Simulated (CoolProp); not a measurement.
Values from CoolProp's reference Helmholtz-energy equation of state, Zhou 2011.

**Question.** For dimethyl carbonate, give the phase and the cp (kJ/(kg K)) at 600 K and 139 kPa; 600 K and 3410 kPa.

**Answer.** 
- 600 K and 139 kPa: gas; cp 1.86
- 600 K and 3410 kPa: gas; cp 2.08
